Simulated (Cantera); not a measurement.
A perfectly stirred reactor is fed with CH4 : CO2 : H2 = 1 : 0.57 : 0.36 (molar parts), at 4.10 bar; it is held at 2200 K, and followed from long to short residence time.

Detailed kinetics in Cantera: GRI-Mech 3.0 (53 species, 325 reactions). GRI-Mech 3.0 stops at C3 and has no aromatics, soot or wall deposition, so with more carbon than oxygen in the feed, carbon stays in small species such as C2H2 where larger ones or solid carbon would form.

Predict: x(CH4) at τ = 1.10 s; x(CO2) at τ = 1.10 s; x(H2) at τ = 1.10 s; x(CH2) at τ = 1.10 s; x(CH4) at τ = 22.0 ms; x(CO2) at τ = 22.0 ms; x(H2) at τ = 22.0 ms; x(CH2) at τ = 22.0 ms.


```
Item                     Value
---------------------  -------
x(CH4) at τ = 1.10 s   0.00275
x(CO2) at τ = 1.10 s   4.96e-5
x(H2) at τ = 1.10 s      0.608
x(CH2) at τ = 1.10 s   9.78e-7
x(CH4) at τ = 22.0 ms  0.00855
x(CO2) at τ = 22.0 ms  0.00193
x(H2) at τ = 22.0 ms     0.589
x(CH2) at τ = 22.0 ms  3.20e-6
```
